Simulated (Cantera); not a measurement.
Cantera run, input and output.

```python
import numpy as np
import cantera as ct

surf = ct.Interface("diamond.yaml", "diamond_100")
gas, bulk = surf.adjacent["gas"], surf.adjacent["diamond"]
k = surf.kinetics_species_index(bulk.species_names[0])
cover = ["c6HH", "c6H*", "c6*H", "c6**", "c6HM", "c6B"]

rows, drift = [], 0.0
print(f"{'xCH3':>10s}{'um/h':>11s}" + "".join(f"{s:>11s}" for s in cover))
for v in [1e-06, 2.8e-06, 8e-06, 2.3e-05, 6.4e-05, 0.00018, 0.00051, 0.0014, 0.0041]:
    T, P, xH, xCH3 = 1225, 1700, 0.00071, v
    gas.TPX = T, P, {"H": xH, "CH3": xCH3, "CH4": 0.0037, "H2": 1 - xH - xCH3 - 0.0037}
    surf.TP = bulk.TP = T, P
    surf.coverages = "c6H*:0.1, c6HH:0.9"
    surf.advance_coverages(100.0)
    before = surf.coverages
    surf.advance_coverages(100.0)
    drift = max(drift, np.max(np.abs(surf.coverages - before) / (surf.coverages + 1e-9)))
    rate = surf.net_production_rates[k] * bulk.mean_molecular_weight / bulk.density * 3.6e9
    rows.append([rate, *surf[cover].coverages])
    print(f"{v:10.4g}{rate:11.4e}" + "".join(f"{x:11.3e}" for x in rows[-1][1:]))
```

Output:

```
      xCH3       um/h       c6HH       c6H*       c6*H       c6**       c6HM        c6B
     1e-06 1.0693e-03  4.645e-01  3.892e-02  4.750e-01  2.161e-02  3.093e-06  2.902e-12
   2.8e-06 2.9929e-03  4.645e-01  3.892e-02  4.750e-01  2.160e-02  8.659e-06  8.121e-12
     8e-06 8.5423e-03  4.644e-01  3.892e-02  4.749e-01  2.157e-02  2.473e-05  2.318e-11
   2.3e-05 2.4486e-02  4.644e-01  3.891e-02  4.748e-01  2.150e-02  7.102e-05  6.644e-11
   6.4e-05 6.7583e-02  4.642e-01  3.889e-02  4.746e-01  2.131e-02  1.970e-04  1.834e-10
   0.00018 1.8584e-01  4.637e-01  3.883e-02  4.738e-01  2.078e-02  5.495e-04  5.043e-10
   0.00051 4.9537e-01  4.623e-01  3.867e-02  4.719e-01  1.942e-02  1.523e-03  1.344e-09
    0.0014 1.1763e+00  4.591e-01  3.830e-02  4.674e-01  1.649e-02  3.979e-03  3.192e-09
    0.0041 2.4894e+00  4.517e-01  3.751e-02  4.577e-01  1.130e-02  1.057e-02  6.755e-09
```

Cantera simulation using the Harris–Goodwin 1993 mechanism for the reconstructed diamond (100) surface; the numbers are that mechanism's predictions, not measurements.
